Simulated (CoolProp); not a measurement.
Vapour-liquid equilibrium of CHF3 (R23) (1) + R125 (2) at -18.95 °C; x and y are mole fractions of (1).

Model: multi-fluid Helmholtz-energy mixture model, Penoncello 2003 and Lemmon 2005; pair parameters Bell 2016, in CoolProp.

| x | bubble pressure (MPa) | y at the bubble point | dew pressure at overall composition x (MPa) | liquid density (mol/L) |
|---|---|---|---|---|
| 0.05 | 0.3969 | 0.148 | 0.3651 | 11.87 |
| 0.125 | 0.4688 | 0.321 | 0.3890 | 12.17 |
| 0.2 | 0.5434 | 0.452 | 0.4162 | 12.48 |
| 0.275 | 0.6202 | 0.555 | 0.4474 | 12.80 |
| 0.35 | 0.6988 | 0.638 | 0.4836 | 13.12 |
| 0.425 | 0.7788 | 0.705 | 0.5262 | 13.47 |
| 0.5 | 0.8601 | 0.762 | 0.5767 | 13.82 |
| 0.575 | 0.9425 | 0.810 | 0.6376 | 14.19 |
| 0.65 | 1.026 | 0.852 | 0.7123 | 14.57 |
| 0.725 | 1.111 | 0.889 | 0.8057 | 14.97 |
| 0.8 | 1.198 | 0.922 | 0.9246 | 15.38 |
| 0.875 | 1.287 | 0.953 | 1.078 | 15.81 |
| 0.95 | 1.379 | 0.982 | 1.278 | 16.26 |

No azeotrope shows between x = 0.05 and 0.95.

Pair parameters are fitted to limited data, so mixtures are less certain than the pure fluids.
